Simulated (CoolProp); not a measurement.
A closed Brayton cycle with carbon dioxide: compressor inlet 313.15 K and 8.7 MPa, high pressure 30.3 MPa, turbine inlet 925 K, compressor efficiency 0.8, turbine efficiency 0.93, recuperator effectiveness 0.8 (on enthalpy, no pinch check). Each further row changes one setting.

Computed with CoolProp (reference Helmholtz-energy equation of state, Span 1996).

```json
[
 {"case": "as stated", "thermal efficiency (%)": "?", "net work (kJ/kg)": "139", "compressor to turbine work": "0.26", "compressor exit (K)": "385.0", "turbine exit (K)": "761.0"},
 {"case": "turbine inlet 875 K", "thermal efficiency (%)": "?", "net work (kJ/kg)": "127", "compressor to turbine work": "0.28", "compressor exit (K)": "385.0", "turbine exit (K)": "?"},
 {"case": "compressor inlet 323.15 K", "thermal efficiency (%)": "?", "net work (kJ/kg)": "?", "compressor to turbine work": "0.36", "compressor exit (K)": "?", "turbine exit (K)": "761.0"},
 {"case": "high pressure 25.8 MPa", "thermal efficiency (%)": "33.6", "net work (kJ/kg)": "?", "compressor to turbine work": "0.25", "compressor exit (K)": "375.1", "turbine exit (K)": "781.3"},
 {"case": "recuperator effectiveness 0.5", "thermal efficiency (%)": "26.5", "net work (kJ/kg)": "139", "compressor to turbine work": "0.26", "compressor exit (K)": "385.0", "turbine exit (K)": "761.0"}
]
```

Question: Fill in the missing entries.

Answer: 
- as stated, thermal efficiency (%): 35.4
- turbine inlet 875 K, thermal efficiency (%): 34.4
- turbine inlet 875 K, turbine exit (K): 716.7
- compressor inlet 323.15 K, thermal efficiency (%): 33.8
- compressor inlet 323.15 K, net work (kJ/kg): 121
- compressor inlet 323.15 K, compressor exit (K): 424.1
- high pressure 25.8 MPa, net work (kJ/kg): 125
